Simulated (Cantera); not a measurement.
A Cantera script and what it prints.

```python
import numpy as np
import cantera as ct

gas_names = """
    H HO2 H2 H2O H2O2 O OH O2 O3 Pb PbO Pb2
""".split()
cond_names = """
    H2O(s) H2O(L) Pb(cr) Pb(L) PbO(rd) PbO(yw) PbO(L) PbO2(s) Pb3O4(s)
""".split()


def load(file, names, dense=False):
    # The tables refer to 1 bar. Condensed volumes are neglected.
    table = {s.name: s for s in ct.Species.list_from_file(file)}
    out = []
    for n in names:
        d = dict(table[n].input_data)
        d["thermo"] = dict(d["thermo"], **{"reference-pressure": 1e5})
        if dense:
            d["equation-of-state"] = {"model": "constant-volume", "density": "1e6 g/cm^3"}
        out.append(ct.Species.from_dict(d))
    return out


gas = ct.Solution(thermo="ideal-gas", species=load("nasa_gas.yaml", gas_names))
cond = {s.name: ct.Solution(thermo="fixed-stoichiometry", species=[s], name=s.name)
        for s in load("nasa_condensed.yaml", cond_names, dense=True)}
atoms = {
    'PbO': {'Pb': 1, 'O': 1},
    'H2': {'H': 2},
    'H2O': {'H': 2, 'O': 1},
}
top_T = {'Pb3O4(s)': 820}  # K; cautious upper limits of use, not melting points


def equilibrate(T, P, feed):
    n = {}
    for name, mol in feed.items():
        for a, k in atoms[name].items():
            n[a] = n.get(a, 0.0) + k * mol
    gas.TPX = T, P, n
    mass = sum(n.values()) * gas.mean_molecular_weight
    gas.equilibrate("TP")
    valid = [c for c in cond.values() if c.min_temp <= T <= top_T.get(c.name, c.max_temp)]
    mix = ct.Mixture([(gas, mass / gas.mean_molecular_weight)] + [(c, 0.0) for c in valid])
    mix.T, mix.P = T, P
    mix.equilibrate("TP", solver="vcs", rtol=1e-11, max_steps=5000)
    return mix


results = []
feed = {'PbO': 1, 'H2': 380, 'H2O': 1.6}  # mol
T = 1323  # K
for P in [10, 100, 1000, 10000, 100000, 1000000]:
    mix = equilibrate(T, P, feed)
    results.append((T, P, feed, dict(zip(mix.species_names, mix.species_moles))))
    x = sorted(zip(gas.X, gas.species_names), reverse=True)
    print(f"T = {T:g} K  P = {P:g} Pa  gas = {mix.phase_moles(0):.4g} mol")
    print("   x: " + "  ".join(f"{s} {v:.3e}" for v, s in x if v > 0.0001))
    print("   condensed (mol): " + ("  ".join(f"{mix.phase(i).name} {mix.phase_moles(i):.4g}"
          for i in range(1, mix.n_phases) if mix.phase_moles(i) > 1e-12) or "none"))
```

Output:

```
T = 1323 K  P = 10 Pa  gas = 382.6 mol
   x: H2 9.904e-01  H2O 6.795e-03  Pb 2.613e-03  H 1.578e-04
   condensed (mol): none
T = 1323 K  P = 100 Pa  gas = 382.6 mol
   x: H2 9.905e-01  H2O 6.795e-03  Pb 2.614e-03
   condensed (mol): none
T = 1323 K  P = 1000 Pa  gas = 382.6 mol
   x: H2 9.906e-01  H2O 6.796e-03  Pb 2.614e-03
   condensed (mol): none
T = 1323 K  P = 10000 Pa  gas = 382.6 mol
   x: H2 9.906e-01  H2O 6.796e-03  Pb 2.614e-03
   condensed (mol): none
T = 1323 K  P = 100000 Pa  gas = 382.6 mol
   x: H2 9.906e-01  H2O 6.796e-03  Pb 2.613e-03
   condensed (mol): none
T = 1323 K  P = 1e+06 Pa  gas = 381.7 mol
   x: H2 9.928e-01  H2O 6.811e-03  Pb 3.516e-04
   condensed (mol): Pb(L) 0.8657
```

Cantera equilibrium calculation (NASA polynomials, part measured and part estimated; ideal gas, pure solids and liquids).
